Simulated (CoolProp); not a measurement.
R236FA at several states: Z from the reference equation and from simpler models built on Tc = 398.1 K, pc = 31.91 bar, ω = 0.377; each cubic takes its own stable root.

Values from CoolProp's reference Helmholtz-energy equation of state, Pan 2012.

```csv
T (K),p (bar),phase,reference
264.9,24.9,liquid,0.1166
367.9,6.52,gas,0.8972
270.7,4.26,liquid,0.01984
205.2,47.5,liquid,0.2571
185.5,0.18,liquid,0.001049
249.9,15.7,liquid,0.07578
```

How far does each simpler model (van der Waals, Redlich-Kwong, Soave-Redlich-Kwong, Peng-Robinson) lie from the reference over these 6 states: mean and median of the absolute difference, and the worst?


- van der Waals: mean 16487.8 %, median 69.3 %, worst +94323.3 % at 185.5 K and 0.18 bar
- Redlich-Kwong: mean 13.6 %, median 15.9 %, worst +17.0 % at 270.7 K and 4.26 bar
- Soave-Redlich-Kwong: mean 9.3 %, median 10.5 %, worst +12.8 % at 185.5 K and 0.18 bar
- Peng-Robinson: mean 1.4 %, median 1.3 %, worst -2.4 % at 264.9 K and 24.9 bar

At some of these states van der Waals gives the other phase, because its saturation line lies elsewhere.
